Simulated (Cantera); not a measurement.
Input (Python, Cantera) and output of one run.

```python
import numpy as np
import cantera as ct

gas_names = [...]  # 136 gases of nasa_gas.yaml made of C, H, N, O
cond_names = """
    C(gr) C6H6(L) C7H8(L) C8H18(L),n-octa H2O(s) H2O(L)
""".split()


# ... load() reads the species with a 1 bar reference pressure and builds the phases ...
atoms = {
    'CH3OH': {'C': 1, 'H': 4, 'O': 1},
    'CO2': {'C': 1, 'O': 2},
    'N2': {'N': 2},
}
top_T = {'C(gr)': 4500}  # K; cautious upper limits of use, not melting points


# ... equilibrate(T, P, feed) seeds the gas with the atoms and calls Mixture.equilibrate('TP', solver="vcs", rtol=1e-11, max_steps=5000) ...
results = []
feed = {'CH3OH': 1, 'CO2': 5, 'N2': 23}  # mol
P = 133.322  # Pa
for T in [600, 800, 1000, 1200, 1400, 1600, 1800, 2000, 2200, 2400, 2600, 2800, 3000]:
    mix = equilibrate(T, P, feed)
    results.append((T, P, feed, dict(zip(mix.species_names, mix.species_moles))))

top = {s: max(r[3][s] / sum(r[3][g] for g in gas_names) for r in results) for s in gas_names}
cols = sorted((s for s in top if top[s] > 1e-06), key=lambda s: -top[s])[:5]
seen = [c for c in cond_names if any(r[3].get(c, 0) > 1e-12 for r in results)]
print("log10 of partial pressures in bar; condensed amounts in mol")
print(f"{'T/K':>10s}" + "".join(f"{s[:9]:>10s}" for s in cols + seen))
for T, P, feed, n in results:
    ng = sum(n[g] for g in gas_names)
    print(f"{T:10.4g}" + "".join(f"{np.log10(max(n[s] / ng * P / 1e5, 1e-99)):10.3f}" for s in cols)
          + "".join(f"{n.get(c, 0):10.4g}" for c in seen))
```

Output:

```
log10 of partial pressures in bar; condensed amounts in mol
       T/K        N2       CO2        CO         O         H     C(gr)
       600    -2.997    -3.660    -4.710   -37.601   -18.438    0.5512
       800    -3.005    -3.737    -4.127   -26.618   -13.670         0
      1000    -3.005    -3.778    -4.040   -19.757   -10.855         0
      1200    -3.005    -3.805    -3.994   -15.171    -8.985         0
      1400    -3.005    -3.823    -3.968   -11.887    -7.648         0
      1600    -3.005    -3.834    -3.953    -9.421    -6.645         0
      1800    -3.005    -3.842    -3.943    -7.501    -5.863         0
      2000    -3.008    -3.865    -3.920    -5.998    -5.231         0
      2200    -3.020    -4.004    -3.823    -4.969    -4.662         0
      2400    -3.047    -4.329    -3.725    -4.339    -4.202         0
      2600    -3.074    -4.822    -3.686    -3.982    -3.955         0
      2800    -3.088    -5.423    -3.677    -3.830    -3.879         0
      3000    -3.092    -6.034    -3.676    -3.783    -3.860         0
```

Cantera equilibrium calculation (NASA polynomials, part measured and part estimated; ideal gas, pure solids and liquids).
